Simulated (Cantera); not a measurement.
Charge: 1 mol CaCO3, 0.38 mol H2O, equilibrated at 1.33 mbar.

Equilibrium computed with Cantera from the NASA thermochemical tables; the gas is ideal and each condensed phase is pure. Candidate condensed phases: C, C6H6, C7H8, C8H18, Ca, CaCO3, CaO, Ca(OH)2, H2O; 115 gas species. Rates play no part.

x: gas mole fraction; n: condensed amount in mol.

| T (K) | x CO2 | x H2O | x CO | x O2 | x OH | x H2 | n CaO(s) |
|---|---|---|---|---|---|---|---|
| 875 | 0.725 | 0.275 | 4.45e-8 | 4.43e-8 | 1.31e-9 | 4.46e-8 | 1.00 |
| 1025 | 0.725 | 0.275 | 2.18e-6 | 1.61e-6 | 8.46e-8 | 1.08e-6 | 1.00 |
| 1175 | 0.725 | 0.275 | [?] | [?] | [?] | [?] | 1.00 |
| 1325 | 0.724 | 0.275 | 0.000347 | 0.000204 | 2.14e-5 | 7.08e-5 | 1.00 |
| 1475 | 0.722 | 0.275 | 0.00199 | 0.00111 | 0.000147 | 0.000304 | 1.00 |
| 1625 | 0.713 | 0.273 | [?] | [?] | [?] | [?] | 1.000 |
| 1775 | 0.688 | 0.267 | 0.0257 | 0.0135 | 0.00255 | 0.00268 | 1.000 |
| 1925 | 0.631 | 0.254 | 0.0652 | 0.0334 | 0.00735 | 0.00609 | 1.000 |
| 2075 | 0.526 | 0.227 | 0.135 | 0.0669 | 0.0173 | 0.0120 | 1.000 |

Problem. Complete the blanks.

Solution. 
- 1625, x CO: 0.00813
- 1625, x O2: 0.00438
- 1625, x OH: 0.000702
- 1625, x H2: 0.000999
- 1175, x CO: 3.84e-5
- 1175, x O2: 2.44e-5
- 1175, x OH: 1.91e-6
- 1175, x H2: 1.14e-5
